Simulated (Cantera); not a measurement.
A closed system holds: 1 mol Si3N4, 0.91 mol C, 0.27 mol H2, equilibrated at 1.00 bar.

These are equilibrium values from Cantera (NASA tables, ideal gas, pure condensed phases), not measurements of a reactor. Candidate condensed phases: C, C6H6, C7H8, C8H18, Si, SiC, Si3N4; 105 gas species. Mutual solubility and eutectic melting of coexisting phases are not modelled. The numbers say what is thermodynamically allowed, not how fast it happens.

### Question
At 1775 K, list the 7 most abundant gas species with their mole fractions, and the condensed phases.

### Answer
N2 0.691, H2 0.307, HCN 0.00130, H 0.000160, HNC 4.64e-5, CH4 4.10e-5, C2H2 (acetylene) 1.17e-5. Condensed: SiC(s) + Si3N4(s).
